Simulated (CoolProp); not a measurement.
A simple Rankine cycle with R1233zd(E): condensing at 296.15 K, boiler at 2 MPa, turbine inlet 407.6 K, turbine efficiency 0.8, pump efficiency 0.7, no recuperator. Each further row changes one setting.

Computed with CoolProp (reference Helmholtz-energy equation of state, Akasaka 2022).

```csv
case,thermal efficiency (%),net work (kJ/kg),heat in (kJ/kg),turbine exit temperature (K),volume ratio over the turbine
as stated,16.0,41.1,256,324.3,19.4
turbine inlet 427.6 K,16.2,45.6,281,348.5,17.8
condensing temperature 288.15 K,17.2,45.6,265,318.1,25.8
boiler pressure 1.4 MPa,14.7,39.7,270,342.2,11.9
turbine efficiency 0.7,13.9,35.7,256,330.6,19.8
```
